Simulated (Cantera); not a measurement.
Charge: 1 mol Hg, 2.5 mol O₂, 78 mol N₂, held at 852 °C and 63.0 Torr.

Cantera equilibrium calculation (NASA polynomials, part measured and part estimated; ideal gas, pure solids and liquids). Candidate condensed phases: Hg, HgO; 10 gas species. Rates play no part.

Base state: N₂ 0.957, O₂ 0.0307, Hg 0.0123, NO 4.47e-5 (mole fractions); condensed: gas only.

Problem. What changes in the equilibrium state with this change: temperature from 852 °C to 252 °C?

Solution. 
```
species       before    after
-----------  -------  -------
N₂             0.957    0.961
O₂            0.0307   0.0295
Hg            0.0123  0.00972
NO           4.47e-5    <1e-9
HgO(s), mol        0    0.211
```
